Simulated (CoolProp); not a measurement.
Saturated liquid density (kg/m³) of R1234ze(E): the reference equation beside estimates from Tc = 109.4 °C, pc = 3.635 MPa, ω = 0.313. Rackett uses Z = 0.29056 − 0.08775 ω.

The numbers come from the reference Helmholtz-energy equation of state, Thol 2016 in CoolProp.

```
T (°C)  reference  Rackett  Redlich-Kwong
------  ---------  -------  -------------
-76.95       1443        ?           1259
-52.65       1382        ?              ?
-28.35       1319     1343              ?
-4.05        1252        ?              ?
20.25        1178     1195              ?
44.55        1095        ?          902.6
68.85       991.9     1001          789.2
93.15       842.6    851.2          634.7
```

Problem. What belongs in the gaps?

Solution. 
- -76.95, Rackett: 1469
- -52.65, Rackett: 1408
- -52.65, Redlich-Kwong: 1204
- -28.35, Redlich-Kwong: 1144
- -4.05, Rackett: 1273
- -4.05, Redlich-Kwong: 1075
- 20.25, Redlich-Kwong: 995.4
- 44.55, Rackett: 1107

Absolute difference from the reference over all 8 rows, mean and median: Rackett 1.5 and 1.6 %, Redlich-Kwong 16.4 and 14.8 %.
